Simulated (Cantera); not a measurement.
A closed system holds: 1 mol Si3N4, 0.19 mol CO2, 330 mol N2, 0.0022 mol O2, equilibrated at 1473 K and 2.40 bar.

Equilibrium computed with Cantera from the NASA thermochemical tables; the gas is ideal and each condensed phase is pure. Candidate condensed phases: C, Si, SiC, SiO2, Si2N2O, Si3N4; 34 gas species. Mutual solubility and eutectic melting of coexisting phases are not modelled. Equilibrium is a limit: real reactors are often held back by kinetics, nucleation or transport.

Q: What is the equilibrium state?

A: 
| Property | Result |
|---|---|
| x(N2) | 1.000 |
| x(CO) | 3.07e-5 |
| n(C(graphite)) | 0.180 mol |
| n(Si2N2O(s)) | 0.374 mol |
| n(Si3N4(s)) | 0.750 mol |
| gas amount | 330.1 mol |
| log10 activity of Si(s) (absent) | -3.29 |
